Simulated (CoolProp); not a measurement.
Vapour-liquid equilibrium of R1234yf (1) + R152A (2) at 1.57 MPa; x and y are mole fractions of (1).

The numbers come from the multi-fluid Helmholtz-energy mixture model, Lemmon 2022 and Outcalt 1996; pair parameters Bell 2023 in CoolProp.

Q: Give the bubble temperature and the first vapour's composition at x = 0.125, 0.35, 0.725. Is there an azeotrope?

A: x = 0.125: 333.2 K, y = 0.147; x = 0.35: 331.3 K, y = 0.372; x = 0.725: 330.4 K, y = 0.722. y crosses x between x = 0.65 and 0.725: the model has an azeotrope there.

The pair parameters rest on a limited set of measurements; away from them the model extrapolates.
